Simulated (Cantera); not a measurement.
An adiabatic, constant-pressure homogeneous reactor starts with CH₄ : O₂ : N₂ = 1 : 1.82 : 6.55 (molar parts), at 1350 K and 80000 Pa. Integrator tolerance rtol = 1e-08.

Cantera simulation using GRI-Mech 3.0 (53 species, 325 reactions); the numbers are that mechanism's predictions, not measurements.

```json
[
 {"quantity": "time of steepest temperature rise", "before": "7.53 ms", "after": "8.65 ms"},
 {"quantity": "temperature at 3.00 s", "before": "2697 K", "after": "2662 K"},
 {"quantity": "equilibrium temperature", "before": "2697 K", "after": "2662 K"},
 {"quantity": "x(CH₄) at 3.00 s", "before": "<1e-12 (gas-phase equilibrium <1e-12)", "after": "<1e-12 (gas-phase equilibrium <1e-12)"},
 {"quantity": "x(O₂) at 3.00 s", "before": "0.0119 (gas-phase equilibrium 0.0119)", "after": "0.00140 (gas-phase equilibrium 0.00140)"},
 {"quantity": "x(CO) at 3.00 s", "before": "0.0506 (gas-phase equilibrium 0.0506)", "after": "0.0873 (gas-phase equilibrium 0.0873)"},
 {"quantity": "x(HCO) at 3.00 s", "before": "4.33e-8 (gas-phase equilibrium 4.33e-8)", "after": "1.10e-7 (gas-phase equilibrium 1.10e-7)"},
 {"quantity": "x(C₂H₄) at 3.00 s", "before": "<1e-12 (gas-phase equilibrium <1e-12)", "after": "<1e-12 (gas-phase equilibrium <1e-12)"}
]
```

### Question
Name the change that produced these shifts.
A) CH4 1 to 1.3 parts
B) pressure from 80000 Pa to 1100000 Pa
C) initial temperature 1350 to 1523 K
D) pressure from 80000 Pa to 2400000 Pa

### Answer
A, CH4 1 to 1.3 parts
